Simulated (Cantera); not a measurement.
An isothermal, constant-pressure homogeneous reactor starts with 1.77 % H₂, 98.2 % O₂, equivalence ratio 0.0090, at 1300 K and 0.0267 bar.

Computed with Cantera and the H2/O2 subset of GRI-Mech 3.0, which has no nitrogen chemistry. Radical loss at walls, strong at low pressure, is not modelled.

x: mole fraction; the columns are a selection and need not sum to one.

```
t (s)         x H₂   x O₂       x O    x H₂O₂      x OH     x H₂O
--------  --------  -----  --------  --------  --------  --------
2.00e-5     0.0177  0.982   1.72e-9    <1e-12   1.66e-9  1.55e-10
9.46e-5     0.0177  0.982   1.96e-8  5.19e-12   1.70e-8   8.16e-9
0.000447    0.0177  0.982       ___  1.10e-10       ___       ___
0.00211    0.00134  0.968    0.0122   1.25e-7   0.00303    0.0141
0.0100    0.000104  0.969    0.0121   4.99e-8   0.00164    0.0164
0.0473         ___  0.976       ___       ___       ___    0.0170
0.224      8.23e-6  0.981  0.000916   2.16e-8  0.000467    0.0176
1.06       6.51e-7  0.982   7.22e-5   4.84e-9  0.000132    0.0178
5.00       6.06e-8  0.982   6.76e-6  7.48e-10   4.05e-5    0.0178
```

Q: Complete the blanks.

A: 
- 0.000447, x O: 7.37e-7
- 0.000447, x OH: 5.66e-7
- 0.000447, x H₂O: 7.85e-7
- 0.0473, x H₂: 5.08e-5
- 0.0473, x O: 0.00577
- 0.0473, x H₂O₂: 4.26e-8
- 0.0473, x OH: 0.00115
